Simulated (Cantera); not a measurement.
Feed: 1 mol B2O3, 2.8 mol H2, equilibrated at 160 Pa.

Equilibrium computed with Cantera from the NASA thermochemical tables; the gas is ideal and each condensed phase is pure. Candidate condensed phases: B, B2O3, B3O3H3, H2O; 23 gas species. Equilibrium is a limit: real reactors are often held back by kinetics, nucleation or transport.

Task: At 1727 °C, list the 7 most abundant gas species with their mole fractions, and the condensed phases.

Result: H2 0.615, B2O3 0.150, HBO2 0.0970, HBO 0.0504, BO 0.0379, H 0.0319, B2O2 0.0113. Condensed: gas only.
